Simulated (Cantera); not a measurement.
A perfectly stirred reactor is fed with NO : N2 = 1 : 4.3 (molar parts), at 100.0 Torr; it is held at 2025 K, and followed from long to short residence time.

Model: GRI-Mech 3.0 (53 species, 325 reactions), integrated in Cantera.

Question: What does this change do: N2 4.3 to 1.9 parts?

Answer: 
```
quantity                 before     after
---------------------  --------  --------
x(NO) at τ = 0.660 s      0.169     0.290
x(N2O) at τ = 0.660 s   1.24e-5   3.47e-5
x(O2) at τ = 0.660 s    0.00969    0.0271
x(O) at τ = 0.660 s    0.000259  0.000413
x(N2) at τ = 0.660 s      0.821     0.682
x(NO) at τ = 23.0 ms      0.188     0.343
x(N2O) at τ = 23.0 ms   1.47e-5   4.78e-5
x(O2) at τ = 23.0 ms   0.000188  0.000679
x(O) at τ = 23.0 ms    0.000109  0.000178
x(N2) at τ = 23.0 ms      0.812     0.656
```

Question: What does this change do: temperature 2025 to 2073 K?

Answer: 
```json
[
 {"quantity": "x(NO) at τ = 0.660 s", "before": "0.169", "after": "0.155"},
 {"quantity": "x(N2O) at τ = 0.660 s", "before": "1.24e-5", "after": "1.05e-5"},
 {"quantity": "x(O2) at τ = 0.660 s", "before": "0.00969", "after": "0.0165"},
 {"quantity": "x(O) at τ = 0.660 s", "before": "0.000259", "after": "0.000450"},
 {"quantity": "x(N2) at τ = 0.660 s", "before": "0.821", "after": "0.828"},
 {"quantity": "x(NO) at τ = 23.0 ms", "before": "0.188", "after": "0.188"},
 {"quantity": "x(N2O) at τ = 23.0 ms", "before": "1.47e-5", "after": "1.54e-5"},
 {"quantity": "x(O2) at τ = 23.0 ms", "before": "0.000188", "after": "0.000310"},
 {"quantity": "x(O) at τ = 23.0 ms", "before": "0.000109", "after": "0.000162"},
 {"quantity": "x(N2) at τ = 23.0 ms", "before": "0.812", "after": "0.812"}
]
```
